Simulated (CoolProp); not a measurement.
Octamethylcyclotetrasiloxane (D4) at several states: fugacity coefficient from the reference equation and from simpler models built on Tc = 586.5 K, pc = 1.347 MPa, ω = 0.598; each cubic takes its own stable root.

The numbers come from the reference Helmholtz-energy equation of state, Thol 2015 in CoolProp.

| T (K) | p (MPa) | phase | reference |
|---|---|---|---|
| 522.7 | 0.0194 | gas | 0.9922 |
| 566.9 | 0.0144 | gas | 0.9957 |
| 574.4 | 1.42 | liquid | 0.5617 |
| 399.7 | 0.0664 | liquid | 0.3498 |
| 451.5 | 3.94 | liquid | 0.03763 |
| 362.8 | 0.0273 | liquid | 0.2044 |

How far does each simpler model (van der Waals, Redlich-Kwong, Soave-Redlich-Kwong, Peng-Robinson) lie from the reference over these 6 states: mean and median of the absolute difference, and the worst?


- van der Waals: mean 150.7 %, median 94.7 %, worst +380.3 % at 362.8 K and 0.0273 MPa
- Redlich-Kwong: mean 114.1 %, median 68.1 %, worst +376.6 % at 362.8 K and 0.0273 MPa
- Soave-Redlich-Kwong: mean 1.7 %, median 1.2 %, worst +4.7 % at 451.5 K and 3.94 MPa
- Peng-Robinson: mean 2.1 %, median 0.5 %, worst +8.3 % at 362.8 K and 0.0273 MPa

At some of these states van der Waals, Redlich-Kwong gives the other phase, because its saturation line lies elsewhere.
